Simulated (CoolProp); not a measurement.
Model: reference Helmholtz-energy equation of state, Thol 2021, in CoolProp.

Give the vapour pressure (kPa), vapour density (kg/m³), enthalpy of vaporisation (kJ/kg), liquid cp (kJ/(kg K)) of saturated chlorine at 315.1, 326.5, 332.2 K.


| T (K) | p (kPa) | vapour density (kg/m³) | enthalpy of vaporisation (kJ/kg) | liquid cp (kJ/(kg K)) |
|---|---|---|---|---|
| 315.1 | 1200 | 37.8 | 234 | 1.02 |
| 326.5 | 1560 | 49.1 | 223 | 1.05 |
| 332.2 | 1770 | 55.7 | 218 | 1.07 |
